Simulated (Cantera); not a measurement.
What does this Cantera script print?

```python
import numpy as np
import cantera as ct

gas = ct.Solution("gri30.yaml")
gas.TPX = 1398, 1333, {'H2': 0.22, 'O2': 1}
inlet = ct.Reservoir(gas, clone=True)

reactor = ct.IdealGasConstPressureReactor(gas, energy="off", clone=False)
exhaust = ct.Reservoir(gas, clone=True)
tau = [7.4, 2.3, 0.69, 0.21, 0.065, 0.02, 0.0062, 0.0019][0]
for a, b in ((inlet, reactor), (reactor, exhaust)):
    ct.MassFlowController(a, b, mdot=lambda t: reactor.mass / tau)
net = ct.ReactorNet([reactor])
show = ['H2', 'O2', 'OH', 'H', 'HO2', 'H2O2']

rows = []
print(f"{'tau/s':>10s}{'T/K':>9s}" + "".join(f"{s:>11s}" for s in show))
for tau in [7.4, 2.3, 0.69, 0.21, 0.065, 0.02, 0.0062, 0.0019]:
    net.initial_time = 0.0
    net.advance(30 * tau)
    before = gas.X
    net.advance(40 * tau)
    drift = np.max(np.abs(gas.X - before) / (gas.X + 1e-9))
    rows.append([gas.T, *gas[show].X, drift])
    print(f"{tau:10.3e}{gas.T:9.1f}" + "".join(f"{x:11.3e}" for x in gas[show].X))
```

Result:

```
     tau/s      T/K         H2         O2         OH          H        HO2       H2O2
 7.400e+00   1398.0  1.902e-04  7.994e-01  2.458e-03  1.065e-04  1.087e-06  5.406e-08
 2.300e+00   1398.0  4.104e-04  7.973e-01  3.622e-03  3.432e-04  1.855e-06  7.984e-08
 6.900e-01   1398.0  8.925e-04  7.929e-01  5.356e-03  1.125e-03  2.922e-06  1.143e-07
 2.100e-01   1398.0  1.866e-03  7.842e-01  7.741e-03  3.494e-03  4.067e-06  1.533e-07
 6.500e-02   1398.0  3.623e-03  7.679e-01  1.070e-02  9.764e-03  4.956e-06  1.872e-07
 2.000e-02   1398.0  6.207e-03  7.434e-01  1.367e-02  2.238e-02  5.317e-06  2.028e-07
 6.200e-03   1398.0  9.150e-03  7.209e-01  1.578e-02  3.682e-02  5.259e-06  2.037e-07
 1.900e-03   1398.0  1.367e-02  7.118e-01  1.738e-02  4.590e-02  5.135e-06  2.120e-07
```

Detailed kinetics in Cantera: GRI-Mech 3.0 (53 species, 325 reactions). Radical loss at walls, strong at low pressure, is not modelled. The temperature is held fixed by assumption; the heat of reaction is taken as removed at once.
